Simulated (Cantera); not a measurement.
Input: 1 mol acetone, 0.8 mol NH3, 6.8 mol N2, held at 30000 Pa.

Method: chemical equilibrium by Gibbs-energy minimisation in Cantera with the NASA 1993 tables (ideal gas, pure condensed phases). Candidate condensed phases: C, C6H6, C7H8, C8H18, H2O; 136 gas species. The feed counts by its element totals alone. Kinetics and transport are ignored.

x: gas mole fraction; n: condensed amount in mol.

```tsv
T (°C)	x N2	x H2	x CO	x H	x HCN	x H2O	x CH4	x CO2	n C(graphite)
550	0.620	0.284	0.0291	7.13e-12	6.89e-8	0.0327	0.0225	0.0121	2.26
700	0.587	0.329	0.0737	1.13e-9	1.46e-6	0.00453	0.00418	0.00163	2.02
850	0.582	0.337	0.0800	4.51e-8	1.32e-5	0.000533	0.000998	0.000116	2.00
1000	0.581	0.338	0.0806	7.57e-7	7.07e-5	9.72e-5	0.000322	1.40e-5	2.00
1150	0.581	0.338	0.0806	7.05e-6	0.000264	2.53e-5	0.000131	2.66e-6	2.00
1300	0.580	0.338	0.0806	4.32e-5	0.000765	8.51e-6	6.29e-5	7.01e-7	1.99
1450	0.580	0.338	0.0806	0.000193	0.00183	3.47e-6	3.44e-5	2.36e-7	1.98
1600	0.578	0.336	0.0806	___	___	___	___	___	1.95
1750	0.576	0.333	0.0806	0.00200	0.00707	8.62e-7	1.33e-5	4.47e-8	1.90
1900	0.573	0.328	0.0804	___	___	___	___	___	1.82
2050	0.567	0.319	0.0802	0.0112	0.0187	3.00e-7	6.27e-6	1.33e-8	1.71
2200	0.559	0.305	0.0797	0.0225	0.0273	1.90e-7	4.39e-6	8.10e-9	1.54
2350	0.547	0.285	0.0790	0.0410	0.0375	1.23e-7	3.02e-6	5.21e-9	1.32
2500	0.532	0.256	0.0778	0.0687	0.0483	7.95e-8	2.00e-6	3.49e-9	1.05
```

Fill in the missing entries.


- 1900, x H: 0.00505
- 1900, x HCN: 0.0120
- 1900, x H2O: 4.94e-7
- 1900, x CH4: 9.01e-6
- 1900, x CO2: 2.33e-8
- 1600, x H: 0.000683
- 1600, x HCN: 0.00381
- 1600, x H2O: 1.64e-6
- 1600, x CH4: 2.07e-5
- 1600, x CO2: 9.57e-8
